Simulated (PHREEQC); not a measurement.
A PHREEQC speciation (ion-association model, phreeqc.dat) at 14 °C gives pH 5.64 and these molalities:

```tsv
species	mol/kgw
Zn+2	0.102
ZnSO4	0.0714
SO4-2	0.0664
Zn(SO4)2-2	0.0361
```

**Question.** What are the element totals, and what could have been dissolved in 1 kg of water to give them?

**Answer.** Several could match; the one computed here: totals S(6) 0.210, Zn 0.210 mol/kgw, from 0.21 mol ZnSO4 per kg of water.

No solid was allowed to form. Constants without temperature data keep their 25 °C values here.
